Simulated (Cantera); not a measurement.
An isothermal, constant-pressure homogeneous reactor starts with CO : O2 : H2O : N2 = 0.022 : 0.002 : 0.013 : 1 (molar parts), at 1298 K and 760 Torr. Integrator tolerance rtol = 1e-08.

Detailed kinetics in Cantera: GRI-Mech 3.0 (53 species, 325 reactions).

Problem. What does this change do: temperature 1298 to 1000 K?

Solution. 
| quantity | before | after |
|---|---|---|
| x(CO) at 3.00 s | 0.0120 (gas-phase equilibrium 0.0120) | 0.0152 (gas-phase equilibrium 0.0102) |
| x(O2) at 3.00 s | 3.66e-12 (gas-phase equilibrium <1e-12) | 7.38e-8 (gas-phase equilibrium <1e-12) |
| x(H2O) at 3.00 s | 0.00720 (gas-phase equilibrium 0.00720) | 0.0104 (gas-phase equilibrium 0.00539) |
| x(H2) at 3.00 s | 0.00536 (gas-phase equilibrium 0.00536) | 0.00219 (gas-phase equilibrium 0.00717) |
| x(H2O2) at 3.00 s | <1e-12 (gas-phase equilibrium <1e-12) | <1e-12 (gas-phase equilibrium <1e-12) |

Problem. What does this change do: temperature 1298 to 1075 K?

Solution. 
```csv
quantity,before,after
x(CO) at 3.00 s,0.0120 (gas-phase equilibrium 0.0120),0.0134 (gas-phase equilibrium 0.0108)
x(O2) at 3.00 s,3.66e-12 (gas-phase equilibrium <1e-12),5.23e-11 (gas-phase equilibrium <1e-12)
x(H2O) at 3.00 s,0.00720 (gas-phase equilibrium 0.00720),0.00855 (gas-phase equilibrium 0.00596)
x(H2) at 3.00 s,0.00536 (gas-phase equilibrium 0.00536),0.00401 (gas-phase equilibrium 0.00660)
x(H2O2) at 3.00 s,<1e-12 (gas-phase equilibrium <1e-12),<1e-12 (gas-phase equilibrium <1e-12)
```
